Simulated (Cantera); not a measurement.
A Cantera script and what it prints.

```python
import numpy as np
import cantera as ct

gas_names = """
    H HNO HNO2 HNO3 HO2 H2 H2O H2O2 N NH NH2 NH3 NH2OH NO NO2 NO3 N2 N2H2 N2H4 N2O O OH O2 O3 V VN VO
    VO2
""".split()
cond_names = """
    H2O(s) H2O(L) V(cr) V(L) VN(s) VO(s) VO(L) V2O3(s) V2O3(L) V2O4(I) V2O4(II) V2O4(L) V2O5(s) V2O5(L)
""".split()


# ... load() reads the species with a 1 bar reference pressure and builds the phases ...
atoms = {
    'V2O5': {'V': 2, 'O': 5},
    'H2': {'H': 2},
    'N2': {'N': 2},
}
top_T = {'VN(s)': 2300}  # K; cautious upper limits of use, not melting points


# ... equilibrate(T, P, feed) seeds the gas with the atoms and calls Mixture.equilibrate('TP', solver="vcs", rtol=1e-11, max_steps=5000) ...
results = []
feed = {'V2O5': 1, 'H2': 2.7, 'N2': 3.3}  # mol
P = 600  # Pa
for T in [948, 1048, 1148, 1248, 1348, 1448, 1548, 1648, 1748, 1848, 1948, 2048, 2148, 2248]:
    mix = equilibrate(T, P, feed)
    results.append((T, P, feed, dict(zip(mix.species_names, mix.species_moles))))

top = {s: max(r[3][s] / sum(r[3][g] for g in gas_names) for r in results) for s in gas_names}
cols = sorted((s for s in top if top[s] > 1e-05), key=lambda s: -top[s])[:5]
seen = [c for c in cond_names if any(r[3].get(c, 0) > 1e-12 for r in results)]
print("log10 of partial pressures in bar; condensed amounts in mol")
print(f"{'T/K':>10s}" + "".join(f"{s[:9]:>10s}" for s in cols + seen))
for T, P, feed, n in results:
    ng = sum(n[g] for g in gas_names)
    print(f"{T:10.4g}" + "".join(f"{np.log10(max(n[s] / ng * P / 1e5, 1e-99)):10.3f}" for s in cols)
          + "".join(f"{n.get(c, 0):10.4g}" for c in seen))
```

Result:

```
log10 of partial pressures in bar; condensed amounts in mol
       T/K        N2       H2O       VO2        H2         H   V2O3(s)
       948    -2.481    -2.699   -17.760    -3.155   -10.858         1
      1048    -2.481    -2.699   -15.200    -3.155    -9.690         1
      1148    -2.481    -2.699   -13.094    -3.155    -8.722         1
      1248    -2.481    -2.699   -11.333    -3.155    -7.908         1
      1348    -2.481    -2.699    -9.841    -3.155    -7.213         1
      1448    -2.481    -2.699    -8.562    -3.155    -6.613         1
      1548    -2.482    -2.699    -7.453    -3.155    -6.089         1
      1648    -2.482    -2.699    -6.485    -3.156    -5.628    0.9998
      1748    -2.482    -2.700    -5.633    -3.156    -5.219    0.9988
      1848    -2.483    -2.703    -4.880    -3.156    -4.853    0.9934
      1948    -2.487    -2.713    -4.217    -3.148    -4.521    0.9692
      2048    -2.501    -2.750    -3.648    -3.118    -4.209    0.8822
      2148    -2.538    -2.852    -3.192    -3.049    -3.905    0.6332
      2248    -2.607    -3.099    -2.870    -2.962    -3.615   0.08849
```

Equilibrium computed with Cantera from the NASA thermochemical tables; the gas is ideal and each condensed phase is pure. Condensed phases not in the tables: the oxides between V2O3 and V2O5 other than VO2.
